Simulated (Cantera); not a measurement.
Feed: 1 mol Fe3O4, 5.4 mol CH4, 13 mol H2, at 2350 °C and 750 Torr.

Cantera equilibrium calculation (NASA polynomials, part measured and part estimated; ideal gas, pure solids and liquids). Iron dissolves carbon and melts from about 1420 K in contact with it, which pure phases cannot show. Condensed phases not in the tables: cementite and carbon dissolved in iron. Equilibrium is a limit: real reactors are often held back by kinetics, nucleation or transport.

| species | before | after |
|---|---|---|
| H2 | 0.749 | 0.711 |
| CO | 0.131 | 0.101 |
| H2O | 1.79e-6 | 0.0804 |
| C2H2 (acetylene) | 0.0133 | <1e-9 |
| H | 0.0365 | 0.0355 |
| Fe | 0.0691 | 0.0691 |
| C4H2 | 9.77e-5 | <1e-9 |
| CH4 | 6.98e-5 | 1.02e-9 |
| C2H | 5.95e-5 | <1e-9 |
| CH3 | 5.93e-5 | <1e-9 |
| Fe(OH)2 | <1e-9 | 5.79e-5 |
| FeO | 1.02e-8 | 0.000481 |
| C(graphite), mol | 0.569 | 0 |
| Fe(l), mol | 0.896 | 1.50 |
Gas species are given as mole fractions.

Problem. Which change was made?
A. CH4 from 5.4 to 0.5 mol
B. temperature from 2350 °C to 1052 °C
C. temperature from 2350 °C to 1152 °C
D. CH4 from 5.4 to 2.2 mol

Solution. D, CH4 from 5.4 to 2.2 mol
